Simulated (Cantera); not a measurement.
**Equilibrium for hydrogen reduction and annealing atmospheres: Nb2O5 + H2**

A closed system holds: 1 mol Nb2O5, a varied amount of H2, at 675 °C and 9400 Pa.

These are equilibrium values from Cantera (NASA tables, ideal gas, pure condensed phases), not measurements of a reactor. Candidate condensed phases: H2O, Nb, NbO, NbO2, Nb2O5; 12 gas species. Condensed phases not in the tables: the oxides between NbO2 and Nb2O5. Kinetics and transport are ignored.

```
n(H2) (mol)   x H2    x H2O      x H  n NbO2(s)  n Nb2O5(s)
-----------  -----  -------  -------  ---------  ----------
43           0.996  0.00356  1.71e-9      0.306       0.847
56           0.996  0.00356  1.71e-9      0.399       0.801
71           0.996  0.00356  1.71e-9      0.506       0.747
91           0.996  0.00356  1.71e-9      0.648       0.676
120          0.996  0.00356  1.71e-9      0.855       0.573
150          0.996  0.00356  1.71e-9       1.07       0.466
190          0.996  0.00356  1.71e-9       1.35       0.323
240          0.996  0.00356  1.71e-9       1.71       0.145
310          0.997  0.00323  1.72e-9       2.00           0
400          0.998  0.00250  1.72e-9       2.00           0
```
x: gas mole fraction; n: condensed amount in mol.

From 43 mol H2 to 240 mol H2 the condensed part is NbO2(s) + Nb2O5(s). From 310 mol H2 to 400 mol H2 the condensed part is NbO2(s).
